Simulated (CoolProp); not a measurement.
A Linde-Hampson liquefier for oxygen: isothermal reversible compression at 280 K from 1 atm to 10 MPa, throttling to 1 atm, return gas leaving the recuperator 10 K below the feed. Each further row changes one setting.

Values from CoolProp's reference Helmholtz-energy equation of state, Schmidt 1985.

| case | liquid yield per pass | compression work (kJ/kg of gas) |
|---|---|---|
| as stated | ? | 328 |
| high pressure 20 MPa | ? | ? |
| warm-end temperature 310 K | ? | ? |
| warm-end gap 15 K | 0.035 | 328 |

Problem. Complete the blanks.

Solution. 
- as stated, liquid yield per pass: 0.047
- high pressure 20 MPa, liquid yield per pass: 0.107
- high pressure 20 MPa, compression work (kJ/kg of gas): 375
- warm-end temperature 310 K, liquid yield per pass: 0.031
- warm-end temperature 310 K, compression work (kJ/kg of gas): 366

Above 300 K oxygen's equation is extrapolated.
